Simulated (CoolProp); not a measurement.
Saturation properties of R1336mzz(E).

The numbers come from the reference Helmholtz-energy equation of state, Akasaka 2023 in CoolProp.

| T (K) | p (MPa) | liquid density (kg/m³) | vapour density (kg/m³) | liquid cp (kJ/(kg K)) |
|---|---|---|---|---|
| 241.2 | 0.01435 | 1480 | 1.188 | 1.191 |
| 244.3 | 0.01721 | ? | 1.408 | 1.192 |
| 247.4 | 0.02051 | 1464 | 1.660 | 1.194 |
| 250.4 | 0.02417 | 1457 | 1.938 | 1.196 |
| 253.5 | 0.02851 | 1449 | 2.262 | 1.199 |
| 256.6 | 0.03345 | 1441 | 2.629 | 1.201 |
| 259.6 | 0.03887 | 1433 | 3.028 | 1.203 |
| 262.7 | 0.04520 | 1425 | 3.489 | 1.206 |
| 265.8 | 0.05232 | 1417 | 4.005 | 1.208 |
| 268.8 | 0.06004 | ? | 4.559 | 1.211 |
| 271.9 | 0.06894 | 1401 | 5.195 | 1.214 |
| 275 | 0.07886 | 1392 | 5.899 | ? |
| 278 | 0.08950 | ? | 6.650 | 1.220 |
| 281.1 | 0.1017 | 1375 | 7.504 | 1.223 |
| 284.2 | 0.1151 | 1367 | 8.442 | 1.226 |

Problem. Complete the blanks.

Solution. 
- 244.3, liquid density (kg/m³): 1472
- 268.8, liquid density (kg/m³): 1409
- 275, liquid cp (kJ/(kg K)): 1.217
- 278, liquid density (kg/m³): 1384

It boils at 281.0 K under 1 atm.
